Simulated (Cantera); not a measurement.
Gas mixture: H₂O : CH₃OH = 0.12 : 0.14 (molar parts), at 3750 Torr, frozen composition.

Cantera's kinetic-theory transport with the Lennard-Jones parameters of GRI-Mech 3.0, ideal gas; thermal conductivity in the mixture-averaged form. Polar gases are described roughly by these parameters. The composition is frozen, though it would react at the higher temperatures.

One state of this run: ρ (kg/m³) = 2.80; cp (J/kg/K) = 1983; μ (µPa s) = 18.8; λ (mW/m/K) = 50.9; Pr = 0.732; D (cm²/s) NO = 0.112; D (cm²/s) NH₃ = 0.115; D (cm²/s) CH₃ = 0.122. D: mixture-averaged diffusion coefficient of that species in the mixture.

Problem. Which value of T (K) does it belong to?
A) 1300
B) 550
C) 1150
D) 400

Solution. B, 550
